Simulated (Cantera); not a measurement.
An isothermal, constant-pressure homogeneous reactor starts with CH₄ : CO₂ = 1 : 2.2 (molar parts), at 1350 K and 1.50 bar. Integrator tolerance rtol = 1e-08.

Detailed kinetics in Cantera: GRI-Mech 3.0 (53 species, 325 reactions).

Task: What does this change do: CO2 2.2 to 1.6 parts?

Result: 
```json
[
 {"quantity": "x(CH₄) at 20.0 s", "before": "0.105 (gas-phase equilibrium 5.87e-6)", "after": "0.129 (gas-phase equilibrium 2.26e-5)"},
 {"quantity": "x(CO₂) at 20.0 s", "before": "0.401 (gas-phase equilibrium 0.113)", "after": "0.316 (gas-phase equilibrium 0.0548)"},
 {"quantity": "x(H₂) at 20.0 s", "before": "0.0618 (gas-phase equilibrium 0.267)", "after": "0.0878 (gas-phase equilibrium 0.359)"},
 {"quantity": "x(C₂H₄) at 20.0 s", "before": "0.00951 (gas-phase equilibrium 1.84e-11)", "after": "0.0150 (gas-phase equilibrium 1.51e-10)"},
 {"quantity": "x(CH₂) at 20.0 s", "before": "2.59e-10 (gas-phase equilibrium <1e-12)", "after": "2.42e-10 (gas-phase equilibrium <1e-12)"},
 {"quantity": "x(H₂O) at 20.0 s", "before": "0.171 (gas-phase equilibrium 0.118)", "after": "0.181 (gas-phase equilibrium 0.0757)"},
 {"quantity": "x(C₂H) at 20.0 s", "before": "2.22e-10 (gas-phase equilibrium <1e-12)", "after": "2.26e-10 (gas-phase equilibrium <1e-12)"}
]
```
